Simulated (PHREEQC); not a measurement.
PHREEQC input (ion-association model, wateq4f.dat):

```
SOLUTION_MASTER_SPECIES
  An  An-  0  An  62.0  # stands for a non-complexing anion
SOLUTION_SPECIES
  An- = An-
    -log_k 0
    -gamma 3.0 0
PHASES
  Fix_H+
    H+ = H+
    -log_k 0
SOLUTION 1
  temp 25
  units mmol/kgw
  pH 7 charge
  Na 1
  An 1
END
SELECTED_OUTPUT 1
  -reset false
  -pH true
  -pe true
  -ionic_strength true
  -water true
  -totals Na
  -molalities Hfo_wOH Hfo_wOH2+ Hfo_wO- Hfo_sOH Hfo_sOH2+ Hfo_sO-
USER_PUNCH 1
  -headings sigma psi
  10 PUNCH EDL("sigma", "Hfo"), EDL("psi", "Hfo")
PRINT
  -reset false
USE solution 1
SURFACE 1
  Hfo_wOH 0.00337079 600 1.5
  Hfo_sOH 8.42697e-05
EQUILIBRIUM_PHASES 1
  Fix_H+ -4 HAn 10
    -force_equality true
  O2(g) -0.68 10
END
# ... the last block is repeated for the other 16 points of pH, with NaOH or the acid as the point needs
```

Selected output (columns that matter, 9 of 17 rows; pH added in front):

```
pH	mu	Na	m_Hfo_wOH	m_Hfo_wOH2+	m_Hfo_wO-	m_Hfo_sOH	m_Hfo_sOH2+	m_Hfo_sO-	sigma	psi
4	0.0017303	0.001	0.0020068	0.0012926	7.1374e-05	5.017e-05	3.2315e-05	1.7844e-06	0.13421	0.20592
4.75	0.0013423	0.001	0.0024065	0.00079802	0.00016625	6.0163e-05	1.995e-05	4.1563e-06	0.069428	0.17861
5.5	0.0011579	0.001	0.0025438	0.00056437	0.00026266	6.3594e-05	1.4109e-05	6.5665e-06	0.033156	0.14457
6.25	0.0010693	0.001	0.0025787	0.00046311	0.00032895	6.4468e-05	1.1578e-05	8.2238e-06	0.014743	0.10564
7	0.001028	0.001	0.0025861	0.00041956	0.00036516	6.4652e-05	1.0489e-05	9.1291e-06	0.0059776	0.06388
7.75	0.0010072	0.001	0.0025874	0.00039874	0.00038463	6.4685e-05	9.9686e-06	9.6157e-06	0.0015514	0.020833
8.5	0.0010112	0.0010191	0.0025874	0.000384	0.00039939	6.4685e-05	9.5999e-06	9.9848e-06	-0.0016916	-0.022566
9.25	0.0010477	0.001077	0.0025859	0.0003639	0.00042097	6.4648e-05	9.0974e-06	1.0524e-05	-0.0062721	-0.065566
10	0.0011783	0.0012526	0.0025773	0.0003243	0.00046921	6.4432e-05	8.1075e-06	1.173e-05	-0.015925	-0.10706
```

Complexes and solids missing from the database can't appear.
